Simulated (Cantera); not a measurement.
**Stirred combustor or abatement burner**

A perfectly stirred reactor is fed with 8.04 % CH4, 19.3 % O2, 72.6 % N2, at 3750 Torr; it is adiabatic with a 425 K inlet, and is followed from long to short residence time, starting on the burning branch (τ in s: 0.21, 0.091, 0.04, 0.017, 0.0077, 0.0034, 0.0015, 0.00065, 0.00028, 0.00012, 5.5e-05).

Detailed kinetics in Cantera: GRI-Mech 3.0 (53 species, 325 reactions).

```tsv
τ (s)	T (K)	x CH4	x O2	x C2H	x HO2	x N2O	x CH3	x HCN
0.21	2140	7.09e-7	0.0318	<1e-12	2.23e-6	5.05e-7	2.84e-7	6.45e-8
0.091	2141	1.59e-6	0.0321	<1e-12	2.30e-6	5.16e-7	6.39e-7	8.87e-8
0.040	2140	3.46e-6	0.0324	1.28e-12	2.41e-6	5.38e-7	1.39e-6	1.11e-7
0.017	2138	7.49e-6	0.0326	5.76e-12	2.64e-6	5.86e-7	3.01e-6	1.36e-7
0.0077	2133	1.46e-5	0.0329	2.01e-11	3.07e-6	6.69e-7	5.81e-6	1.68e-7
0.0034	2124	2.74e-5	0.0333	6.17e-11	3.96e-6	7.95e-7	1.07e-5	2.18e-7
0.0015	2109	4.94e-5	0.0340	1.61e-10	5.67e-6	9.25e-7	1.87e-5	2.95e-7
0.00065	2084	8.95e-5	0.0351	3.79e-10	8.88e-6	9.94e-7	3.19e-5	4.14e-7
0.00028	2047	0.000166	0.0370	8.34e-10	1.47e-5	9.66e-7	5.45e-5	5.93e-7
0.00012	1993	0.000330	0.0400	1.83e-9	2.51e-5	8.64e-7	9.67e-5	8.61e-7
5.5e-5	1920	0.000719	0.0449	4.16e-9	4.36e-5	7.27e-7	0.000182	1.23e-6
```
x: mole fraction; the columns are a selection and need not sum to one.
